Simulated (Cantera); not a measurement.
**Thermodynamics of roasting and sulfation, feed Fe2O3 + SO2 + CO2**

Input: 1 mol Fe2O3, 2.5 mol SO2, 0.1 mol CO2, held at 7.90 bar.

Method: chemical equilibrium by Gibbs-energy minimisation in Cantera with the NASA 1993 tables (ideal gas, pure condensed phases). Candidate condensed phases: C, Fe, Fe(CO)5, FeO, FeS, FeSO4, FeS2, Fe2O3, Fe2(SO4)3, Fe3O4, S; 25 gas species. Mutual solubility and eutectic melting of coexisting phases are not modelled. The numbers say what is thermodynamically allowed, not how fast it happens.

At 950 K the condensed part is Fe2O3(s). From 1025 K to 1700 K the condensed part is Fe2O3(s) + Fe3O4(s). From 1775 K to 1850 K the condensed part is Fe3O4(s).

| T (K) | x SO2 | x O2 | x CO2 | x SO3 | x SO | x CO | n Fe2O3(s) | n Fe3O4(s) |
|---|---|---|---|---|---|---|---|---|
| 950 | 0.962 | <1e-12 | 0.0385 | 4.01e-6 | 2.19e-7 | 3.15e-7 | 1.000 | 0 |
| 1025 | 0.962 | 1.67e-11 | 0.0385 | 1.50e-5 | 3.89e-7 | 4.66e-7 | 1.000 | 7.30e-5 |
| 1100 | 0.961 | 7.54e-10 | 0.0385 | 4.62e-5 | 6.52e-7 | 6.65e-7 | 1.000 | 0.000233 |
| 1175 | 0.961 | 2.05e-8 | 0.0385 | 0.000122 | 1.03e-6 | 9.15e-7 | 0.999 | 0.000625 |
| 1250 | 0.961 | 3.68e-7 | 0.0385 | 0.000286 | 1.56e-6 | 1.22e-6 | 0.998 | 0.00148 |
| 1325 | 0.961 | 4.75e-6 | 0.0385 | 0.000607 | 2.25e-6 | 1.57e-6 | 0.995 | 0.00319 |
| 1400 | 0.960 | 4.63e-5 | 0.0385 | 0.00119 | 3.13e-6 | 1.97e-6 | 0.990 | 0.00663 |
| 1475 | 0.959 | 0.000356 | 0.0384 | 0.00217 | 4.21e-6 | 2.42e-6 | 0.978 | 0.0149 |
| 1550 | 0.956 | 0.00224 | 0.0384 | 0.00372 | 5.50e-6 | 2.91e-6 | 0.936 | 0.0427 |
| 1625 | 0.944 | 0.0119 | 0.0380 | 0.00601 | 6.96e-6 | 3.42e-6 | 0.765 | 0.157 |
| 1700 | 0.901 | 0.0541 | 0.0364 | 0.00897 | 8.34e-6 | 3.82e-6 | 0.0340 | 0.644 |
| 1775 | 0.900 | 0.0570 | 0.0363 | 0.00694 | 2.00e-5 | 8.55e-6 | 0 | 0.667 |
| 1850 | 0.901 | 0.0577 | 0.0362 | 0.00539 | 4.55e-5 | 1.83e-5 | 0 | 0.667 |
x: gas mole fraction; n: condensed amount in mol.
